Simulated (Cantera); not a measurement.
Feed: 1 mol TiO2, 2.8 mol CH4, 0.37 mol H2, at 910 Pa.

Equilibrium computed with Cantera from the NASA thermochemical tables; the gas is ideal and each condensed phase is pure. Candidate condensed phases: C, C6H6, C7H8, C8H18, H2O, Ti, TiC, TiO, TiO2, Ti2O3, Ti3O5, Ti4O7; 113 gas species. Mutual solubility and eutectic melting of coexisting phases are not modelled. TiC, TiO: taken at fixed stoichiometry. Condensed phases not in the tables: solid solutions among these carbides, nitrides and lower oxides. Equilibrium is a limit: real reactors are often held back by kinetics, nucleation or transport.

log p: log10 of the partial pressure in bar; n: condensed amount in mol.

```tsv
T (K)	log p H2	log p CO	log p H	log p Ti	log p TiO	n TiC(s)	n Ti2O3(s)	n TiO(s)	n TiO(l)
1700	-2.16	-2.66	-4.91	-10.22	-8.85	0.920	0.0399	0	0
1750	-2.16	-2.66	-4.71	-9.52	-8.29	0.920	0.0399	0	0
1800	-2.16	-2.66	-4.53	-8.86	-7.76	0.900	0	0.0997	0
1850	-2.16	-2.66	-4.35	-8.27	-7.33	0.900	0	0.0997	0
1900	-2.16	-2.66	-4.18	-7.71	-6.91	0.900	0	0.0996	0
1950	-2.17	-2.66	-4.02	-7.18	-6.52	0.900	0	0.0995	0
2000	-2.17	-2.66	-3.87	-6.68	-6.15	0.900	0	0.0991	0
2050	-2.17	-2.66	-3.73	-6.21	-5.81	0.900	0	0	0.0982
2100	-2.18	-2.66	-3.59	-5.76	-5.51	0.899	0	0	0.0963
2150	-2.18	-2.67	-3.47	-5.34	-5.21	0.898	0	0	0.0924
2200	-2.19	-2.67	-3.34	-4.94	-4.93	0.895	0	0	…
2250	-2.20	-2.67	-3.23	-4.56	-4.67	0.888	0	0	…
2300	-2.21	-2.68	-3.12	-4.19	-4.41	0.871	0	0	…
```

**Question.** Complete the blanks.

**Answer.** 
- 2200, n TiO(l): 0.0843
- 2250, n TiO(l): 0.0679
- 2300, n TiO(l): 0.0348
